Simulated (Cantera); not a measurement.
# Thermodynamics of thermal oxidation and active oxidation of silicon, feed Si + O2 + H2

Input: 1 mol Si, 1.5 mol O2, 240 mol H2, at 1075 °C and 0.460 Pa.

Cantera equilibrium calculation (NASA polynomials, part measured and part estimated; ideal gas, pure solids and liquids). Candidate condensed phases: H2O, Si, SiO2; 18 gas species. The tables hold silica as quartz up to 1696 K and as liquid above; real silica turns to tridymite and cristobalite and melts near 1996 K. Kinetics and transport are ignored.

- x(H2) = 0.994
- x(H2O) = 0.00474
- x(H) = 0.00108
- x(SiO) = 0.000580
- n(SiO2(β-quartz)) = 0.861 mol
- gas amount = 240.3 mol
- log10 activity of Si(s) (absent) = -7.90
